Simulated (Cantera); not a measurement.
Input: 1 mol SiH2Cl2, 0.34 mol N2, at 1650 K and 7.10 Pa.

Cantera equilibrium calculation (NASA polynomials, part measured and part estimated; ideal gas, pure solids and liquids). Candidate condensed phases: NH4Cl, Si, Si3N4; 28 gas species. The tables' values for SiCl, SiCl3 are old estimates; treat these amounts as uncertain. The numbers say what is thermodynamically allowed, not how fast it happens.

Base state: H2 0.332, SiCl2 0.332, HCl 0.176, N2 0.144, H 0.00622, Si 0.00377, Cl 0.00258, SiCl 0.00222 (mole fractions); condensed: Si(s).

### Question
What changes in the equilibrium state with this change: SiH2Cl2 replaced by SiHCl3?

### Answer
| species | before | after |
|---|---|---|
| SiCl2 | 0.332 | 0.413 |
| HCl | 0.176 | 0.388 |
| N2 | 0.144 | 0.144 |
| H2 | 0.332 | 0.0174 |
| SiCl3 | 0.000888 | 0.0106 |
| Cl | 0.00258 | 0.0248 |
| Si2 | 1.27e-5 | 2.30e-9 |
| Si2N | 1.53e-5 | 2.76e-9 |
| SiH | 3.35e-5 | 1.03e-7 |
| Si(s), mol | 0.200 | 0 |
The tables' values for SiCl3, SiCl are old estimates; treat these amounts as uncertain.

### Question
What changes in the equilibrium state with this change: temperature from 1650 K to 1825 K?

### Answer
| species | before | after |
|---|---|---|
| SiCl2 | 0.332 | 0.291 |
| H2 | 0.332 | 0.290 |
| HCl | 0.176 | 0.168 |
| Si | 0.00377 | 0.0641 |
| SiCl | 0.00222 | 0.0126 |
| Cl | 0.00258 | 0.0124 |
| H | 0.00622 | 0.0281 |
| N2 | 0.144 | 0.132 |
| Si2 | 1.27e-5 | 0.000417 |
| Si3 | 3.03e-6 | 9.79e-5 |
| SiN | 8.67e-6 | 8.07e-5 |
| Si(s), mol | 0.200 | 0 |
| Si(l), mol | 0 | 0.0472 |
The tables' values for SiCl, SiCl3, SiN are old estimates; treat these amounts as uncertain. Gases not in the tables: Si2H6 and higher silanes.
